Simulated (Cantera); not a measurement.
Cantera run, input and output.

```python
import numpy as np
import cantera as ct

gas = ct.Solution("h2o2.yaml")
gas.TPX = 1048, 1333, {'H2': 0.097, 'O2': 1, 'N2': 3.9}
inlet = ct.Reservoir(gas, clone=True)

reactor = ct.IdealGasConstPressureReactor(gas, energy="off", clone=False)
exhaust = ct.Reservoir(gas, clone=True)
tau = [12, 5.4, 2.4, 1.1, 0.49, 0.22, 0.1, 0.045, 0.02, 0.0091][0]
for a, b in ((inlet, reactor), (reactor, exhaust)):
    ct.MassFlowController(a, b, mdot=lambda t: reactor.mass / tau)
net = ct.ReactorNet([reactor])
show = ['H2', 'O2', 'OH', 'HO2', 'H2O']

rows = []
print(f"{'tau/s':>10s}{'T/K':>9s}" + "".join(f"{s:>11s}" for s in show))
for tau in [12, 5.4, 2.4, 1.1, 0.49, 0.22, 0.1, 0.045, 0.02, 0.0091]:
    net.initial_time = 0.0
    net.advance(30 * tau)
    before = gas.X
    net.advance(40 * tau)
    drift = np.max(np.abs(gas.X - before) / (gas.X + 1e-9))
    rows.append([gas.T, *gas[show].X, drift])
    print(f"{tau:10.3e}{gas.T:9.1f}" + "".join(f"{x:11.3e}" for x in gas[show].X))
```

Result:

```
     tau/s      T/K         H2         O2         OH        HO2        H2O
 1.200e+01   1048.0  5.721e-05  1.921e-01  1.256e-04  4.716e-07  1.946e-02
 5.400e+00   1048.0  9.210e-05  1.920e-01  1.656e-04  5.977e-07  1.938e-02
 2.400e+00   1048.0  1.485e-04  1.918e-01  2.197e-04  7.349e-07  1.925e-02
 1.100e+00   1048.0  2.342e-04  1.916e-01  2.883e-04  8.683e-07  1.904e-02
 4.900e-01   1048.0  3.749e-04  1.912e-01  3.803e-04  9.987e-07  1.867e-02
 2.200e-01   1048.0  5.979e-04  1.908e-01  4.945e-04  1.111e-06  1.806e-02
 1.000e-01   1048.0  9.511e-04  1.904e-01  6.281e-04  1.197e-06  1.713e-02
 4.500e-02   1048.0  1.543e-03  1.902e-01  7.791e-04  1.260e-06  1.582e-02
 2.000e-02   1048.0  2.596e-03  1.905e-01  9.365e-04  1.299e-06  1.411e-02
 9.100e-03   1048.0  4.431e-03  1.914e-01  1.062e-03  1.315e-06  1.197e-02
```

Computed with Cantera and the H2/O2 subset of GRI-Mech 3.0, which has no nitrogen chemistry. Radical loss at walls, strong at low pressure, is not modelled.
